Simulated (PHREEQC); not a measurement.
Synthetic water in mg/L, 9.7 °C, pH 5.78, pe 9.2: Na 0.00535; K 0.00103; Ca 0.0136; Mg 0.0062; Cl 0.0043; S(6) as SO4 0.0146; Alkalinity as HCO3 0.0647; Cu(2) 0.00161.

Valence states are taken as typed.

Computed with PHREEQC (ion-association model, wateq4f.dat).

Each row changes one thing in this solution. Precipitation was switched off in this run.

| case | ionic strength (mol/kgw) | CO2 (mol/kgw) | HCO3- (mol/kgw) | Cu(OH)2 (mol/kgw) | CuOH+ (mol/kgw) | CO3-2 (mol/kgw) | SI of Tenorite (CuO) | SI of Cu(OH)2 (Cu(OH)2) |
|---|---|---|---|---|---|---|---|---|
| as made | 3.93e-6 | 1.32e-5 | 2.72e-6 | 1.88e-10 | 1.49e-10 | 5.32e-11 | -4.27 | -5.29 |
| pH from 5.78 to 6.08 at the same alkalinity | 3.09e-6 | 4.59e-6 | 1.89e-6 | 7.28e-10 | 2.90e-10 | 7.36e-11 | -3.68 | -4.70 |
| Cu(2) from 0.00161 to 0.00322 mg/L | 3.98e-6 | 1.32e-5 | 2.72e-6 | 3.75e-10 | 2.99e-10 | 5.32e-11 | -3.97 | -4.99 |
| pH from 5.78 to 6.28 at the same alkalinity | 2.78e-6 | 2.42e-6 | 1.58e-6 | 1.74e-9 | 4.38e-10 | 9.74e-11 | -3.30 | -4.32 |
| all concentrations times 2 at the same typed pH | 6.19e-6 | 1.83e-5 | 3.77e-6 | 3.74e-10 | 2.98e-10 | 7.40e-11 | -3.97 | -4.99 |

At this temperature some constants are extrapolated from 25 °C, and those without enthalpy data are left unchanged.
